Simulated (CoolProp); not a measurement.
Methanol along the isobar 4.88 MPa: density (kg/m³) from the reference equation and from simpler models built on Tc = 513.4 K, pc = 8.216 MPa, ω = 0.565; each cubic takes its own stable root.

The numbers come from the reference Helmholtz-energy equation of state, de Reuck 1993 in CoolProp.

```csv
T (K),phase,reference
395.8,liquid,692.0
427.8,liquid,648.3
459.8,liquid,589.5
491.9,gas,59.09
523.9,gas,46.30
555.9,gas,40.39
588,gas,36.61
620,gas,33.87
```

Task: How far does each simpler model (van der Waals, Redlich-Kwong, Soave-Redlich-Kwong, Peng-Robinson) lie from the reference over these 8 states: mean and median of the absolute difference, and the worst?

Result: 
- van der Waals: mean 26.8 %, median 8.5 %, worst -89.8 % at 459.8 K and 4.88 MPa
- Redlich-Kwong: mean 14.5 %, median 5.7 %, worst -36.1 % at 459.8 K and 4.88 MPa
- Soave-Redlich-Kwong: mean 11.3 %, median 4.1 %, worst -28.7 % at 459.8 K and 4.88 MPa
- Peng-Robinson: mean 7.3 %, median 2.7 %, worst -19.3 % at 459.8 K and 4.88 MPa

At some of these states van der Waals gives the other phase, because its saturation line lies elsewhere.
